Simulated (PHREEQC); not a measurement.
Make-up at 20 °C: 0.0065 mol/kgw CuSO4 and 0.028 mol/kgw H3BO3. Closed to the air; pH follows from the charge balance.

The numbers come from PHREEQC with the ion-association model, wateq4f.dat.

Problem. The ionic strength comes out as 0.0194 mol/kgw. What activity coefficients do Cu2(OH)2+2, SO4-2, H+, Cu+2, HSO4- get?

Solution. Cu2(OH)2+2 0.58, SO4-2 0.59, H+ 0.89, Cu+2 0.60, HSO4- 0.87.

No solid was allowed to form. The solution is supersaturated, for example in Antlerite, Brochantite, so a real one may precipitate; this is no full list.
